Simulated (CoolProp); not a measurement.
The fluid at 298.15 K and 0.961 MPa is throttled through a valve to 0.343 MPa with no heat exchange. The same conditions are run with several fluids, on thermodynamics alone (safety and materials aside).

Computed with CoolProp (reference Helmholtz-energy equation of state of each fluid (n-perfluorohexane: Gao 2022; m-xylene: Zhou 2012; R365MFC: Lemmon 2016; n-pentane: Thol 2019; octamethyltrisiloxane (MDM): Thol 2017)).

```json
[
 {"fluid": "n-perfluorohexane", "temperature change (K)": "+0.2", "final density (kg/m³)": "[?]"},
 {"fluid": "m-xylene", "temperature change (K)": "+0.3", "final density (kg/m³)": "[?]"},
 {"fluid": "R365MFC", "temperature change (K)": "+0.2", "final density (kg/m³)": "1260"},
 {"fluid": "n-pentane", "temperature change (K)": "+0.2", "final density (kg/m³)": "[?]"},
 {"fluid": "octamethyltrisiloxane (MDM)", "temperature change (K)": "+0.3", "final density (kg/m³)": "[?]"}
]
```

**Question.** What belongs in the gaps?

**Answer.** 
- n-perfluorohexane, final density (kg/m³): 1680
- m-xylene, final density (kg/m³): 860
- n-pentane, final density (kg/m³): 621
- octamethyltrisiloxane (MDM), final density (kg/m³): 815
